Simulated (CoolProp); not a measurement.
R236EA along the isobar 24.4 bar: Z from the reference equation and from simpler models built on Tc = 412.4 K, pc = 34.14 bar, ω = 0.368; each cubic takes its own stable root.

Values from CoolProp's reference Helmholtz-energy equation of state, Rui 2013.

```json
[
 {"T (K)": "256.5", "phase": "liquid", "reference": "0.1118", "Redlich-Kwong": "0.1277", "Peng-Robinson": "0.1083"},
 {"T (K)": "265", "phase": "liquid", "reference": "0.1098", "Redlich-Kwong": "0.1257", "Peng-Robinson": "…"},
 {"T (K)": "273.5", "phase": "liquid", "reference": "0.1081", "Redlich-Kwong": "0.1240", "Peng-Robinson": "…"},
 {"T (K)": "282", "phase": "liquid", "reference": "0.1066", "Redlich-Kwong": "0.1226", "Peng-Robinson": "0.1030"},
 {"T (K)": "290.6", "phase": "liquid", "reference": "0.1053", "Redlich-Kwong": "0.1214", "Peng-Robinson": "0.1018"},
 {"T (K)": "299.1", "phase": "liquid", "reference": "0.1042", "Redlich-Kwong": "…", "Peng-Robinson": "…"},
 {"T (K)": "307.6", "phase": "liquid", "reference": "0.1032", "Redlich-Kwong": "…", "Peng-Robinson": "0.09998"},
 {"T (K)": "316.1", "phase": "liquid", "reference": "0.1025", "Redlich-Kwong": "0.1196", "Peng-Robinson": "0.09949"},
 {"T (K)": "324.6", "phase": "liquid", "reference": "0.1019", "Redlich-Kwong": "0.1196", "Peng-Robinson": "0.09929"},
 {"T (K)": "333.1", "phase": "liquid", "reference": "0.1016", "Redlich-Kwong": "0.1200", "Peng-Robinson": "0.09943"},
 {"T (K)": "341.6", "phase": "liquid", "reference": "0.1016", "Redlich-Kwong": "…", "Peng-Robinson": "0.09996"},
 {"T (K)": "350.1", "phase": "liquid", "reference": "0.1018", "Redlich-Kwong": "0.1222", "Peng-Robinson": "0.1010"},
 {"T (K)": "358.6", "phase": "liquid", "reference": "0.1024", "Redlich-Kwong": "0.1244", "Peng-Robinson": "0.1026"},
 {"T (K)": "367.1", "phase": "liquid", "reference": "0.1035", "Redlich-Kwong": "0.1274", "Peng-Robinson": "0.1050"},
 {"T (K)": "375.6", "phase": "liquid", "reference": "0.1053", "Redlich-Kwong": "…", "Peng-Robinson": "…"}
]
```

Some entries are withheld; supply them.


- 265, Peng-Robinson: 0.1063
- 273.5, Peng-Robinson: 0.1046
- 299.1, Redlich-Kwong: 0.1205
- 299.1, Peng-Robinson: 0.1007
- 307.6, Redlich-Kwong: 0.1199
- 341.6, Redlich-Kwong: 0.1208
- 375.6, Redlich-Kwong: 0.1320
- 375.6, Peng-Robinson: 0.1086
